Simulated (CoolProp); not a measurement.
Vapour-liquid equilibrium of isobutane (1) + n-butane (2) at 77.95 °C; x and y are mole fractions of (1).

Computed with CoolProp (multi-fluid Helmholtz-energy mixture model, Bücker 2006 and Bücker 2006; pair parameters Kunz 2012).

```tsv
x	bubble pressure (MPa)	y at the bubble point	dew pressure at overall composition x (MPa)	liquid density (mol/L)
0.05	___	0.061	0.9797	8.639
0.125	1.006	___	0.9989	8.603
0.2	1.029	0.236	1.019	8.567
0.275	1.052	0.319	1.039	8.530
0.35	1.075	0.399	1.061	___
0.425	1.099	0.477	1.083	8.454
0.5	1.122	0.552	1.106	8.415
0.575	1.146	0.625	1.130	8.376
0.65	1.170	0.696	1.155	8.337
0.725	1.195	0.765	1.181	8.297
0.8	1.220	0.831	1.208	8.257
0.875	1.245	0.896	1.237	8.216
0.95	1.271	0.959	1.267	8.175
```

Q: What belongs in the gaps?

A: 
- 0.05, bubble pressure (MPa): 0.9826
- 0.125, y at the bubble point: 0.150
- 0.35, liquid density (mol/L): 8.492

No azeotrope shows between x = 0.05 and 0.95.

Pair parameters are fitted to limited data, so mixtures are less certain than the pure fluids.
